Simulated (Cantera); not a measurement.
An adiabatic, constant-pressure homogeneous reactor starts with CO : H2 : CH4 : O2 : N2 : H2O = 1 : 0.049 : 0.091 : 0.12 : 1.26 : 0.57 (molar parts), equivalence ratio 5.9, at 1750 K and 2.00 bar.

Cantera simulation using GRI-Mech 3.0 (53 species, 325 reactions); the numbers are that mechanism's predictions, not measurements.

Predict: time of steepest temperature rise; temperature at 0.100 s; equilibrium temperature; x(CO) at 0.100 s; x(H2) at 0.100 s; x(HCO) at 0.100 s; x(H) at 0.100 s.

time of steepest temperature rise: 0.153 ms
temperature at 0.100 s: 2116 K
equilibrium temperature: 2116 K
x(CO) at 0.100 s: 0.268 (gas-phase equilibrium 0.268)
x(H2) at 0.100 s: 0.104 (gas-phase equilibrium 0.104)
x(HCO) at 0.100 s: 1.17e-7 (gas-phase equilibrium 1.17e-7)
x(H) at 0.100 s: 0.000790 (gas-phase equilibrium 0.000790)
